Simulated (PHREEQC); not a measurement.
Synthetic water in mmol/kgw, 25 °C, pH 5.97, pe 9.6:

```csv
constituent,mmol/kgw
Na,0.00356
K,0.00144
Ca,0.0132
Mg,0.0058
Cl,0.00227
S(6),0.0152
Alkalinity (meq/kgw),0.0107
Zn,0.00112
Ba,8.52e-05
Si,0.000368
Li,0.00096
Br,0.00115
```

Valence states are taken as typed.

Model: ion-association model, wateq4f.dat, run in PHREEQC.

```
Quantity                       Result
--------------------  ---------------
ionic strength        8.17e-5 mol/kgw
charge-balance error            2.0 %
```

```json
[
 {"species": "CO2", "molality": "2.81e-5", "activity": "2.81e-5", "log γ": "0.000"},
 {"species": "SO4-2", "molality": "1.51e-5", "activity": "1.45e-5", "log γ": "-0.018"},
 {"species": "Ca+2", "molality": "1.32e-5", "activity": "1.26e-5", "log γ": "-0.018"},
 {"species": "HCO3-", "molality": "1.18e-5", "activity": "1.17e-5", "log γ": "-0.005"},
 {"species": "Mg+2", "molality": "5.78e-6", "activity": "5.54e-6", "log γ": "-0.018"},
 {"species": "Na+", "molality": "3.56e-6", "activity": "3.52e-6", "log γ": "-0.005"},
 {"species": "Cl-", "molality": "2.27e-6", "activity": "2.25e-6", "log γ": "-0.005"},
 {"species": "K+", "molality": "1.44e-6", "activity": "1.42e-6", "log γ": "-0.005"},
 {"species": "Br-", "molality": "1.15e-6", "activity": "1.14e-6", "log γ": "-0.005"},
 {"species": "Zn+2", "molality": "1.11e-6", "activity": "1.07e-6", "log γ": "-0.018"}
]
```

This is a speciation only: nothing precipitates in the calculation. Species that the database lacks are ignored.
